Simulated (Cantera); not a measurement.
A closed system holds: 1 mol Al, 0.94 mol H₂O, 0.34 mol CO, 2.5 mol NH₃, at 0.100 bar.

Cantera equilibrium calculation (NASA polynomials, part measured and part estimated; ideal gas, pure solids and liquids). Candidate condensed phases: Al, AlN, Al₂O₃, C, C₆H₆, C₇H₈, C₈H₁₈, H₂O; 148 gas species. Mutual solubility and eutectic melting of coexisting phases are not modelled. Kinetics and transport are ignored.

Over these rows the condensed part is AlN(s) + Al₂O₃(s) + C(graphite). Partial pressures as log10 of bar:

```csv
T (K),1000/T (1/K),log p CO,log p H₂,log p N₂
1025,0.9756,-6.13,-1.10,-1.70
1075,0.9302,-5.58,-1.10,-1.70
1125,0.8889,-5.08,-1.10,-1.70
1175,0.8511,-4.62,-1.10,-1.70
1225,0.8163,-4.20,-1.10,-1.70
1275,0.7843,?,-1.10,-1.70
```

Q: Fit log p(CO) = a + b·(1000/T) to the five rows, give the apparent enthalpy, and predict the row at 1275 K.

A: Means: 1000/T = 0.8924, log p = -5.122. Sxy = -0.192222, Sxx = 0.0158602, so b = -12.12 and a = -5.122 − (-12.12)×0.8924 = 5.69.
Apparent enthalpy: −19.145 × (-12.12) = 232 kJ/mol. With the condensed phases at unit activity, 1/3 Al₂O₃(s) + C(graphite) + 1/3 N₂(g) = CO(g) + 2/3 AlN(s) links this pressure to the main gases: over the six rows their terms move log p by +0.00 in all, so the slope is close to that reaction's ΔH°. The five rows lie within 0.01 of the line.
Prediction at 1275 K: 5.69 + (-12.12)×0.7843 = -3.82. The computed value is -3.82, 0.00 from the line.
